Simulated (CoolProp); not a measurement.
Nitrous oxide along the isobar 4.62 MPa: density (kg/m³) from the reference equation and from simpler models built on Tc = 36.4 °C, pc = 7.245 MPa, ω = 0.161; each cubic takes its own stable root.

Computed with CoolProp (reference Helmholtz-energy equation of state, Lemmon 2006). It is a short technical equation, of lower accuracy than the large ones.

| T (°C) | phase | reference | van der Waals | Redlich-Kwong | Soave-Redlich-Kwong |
|---|---|---|---|---|---|
| -9.25 | liquid | 963.8 | 606.0 | 842.3 | 867.8 |
| -2.65 | liquid | 932.0 | 582.3 | 804.8 | 830.4 |
| 3.95 | liquid | 896.6 | 553.5 | 762.0 | 787.7 |
| 10.45 | liquid | 856.2 | 128.4 | 711.6 | 737.8 |
| 17.05 | gas | 136.5 | 120.1 | 130.4 | 132.9 |
| 23.65 | gas | 123.6 | 113.4 | 120.5 | 121.7 |
| 30.25 | gas | 114.6 | 107.8 | 113.0 | 113.4 |
| 36.85 | gas | 107.7 | 103.0 | 106.8 | 106.8 |
| 43.45 | gas | 102.0 | 98.80 | 101.6 | 101.3 |
| 50.05 | gas | 97.27 | 95.04 | 97.17 | 96.67 |
| 56.65 | gas | 93.16 | 91.66 | 93.26 | 92.61 |
| 63.25 | gas | 89.54 | 88.59 | 89.78 | 89.03 |
| 69.75 | gas | 86.36 | 85.82 | 86.69 | 85.87 |
| 76.35 | gas | 83.45 | 83.24 | 83.85 | 82.97 |
| 82.95 | gas | 80.80 | 80.84 | 81.25 | 80.33 |
| 89.55 | gas | 78.38 | 78.61 | 78.85 | 77.91 |

At some of these states van der Waals gives the other phase, because its saturation line lies elsewhere.
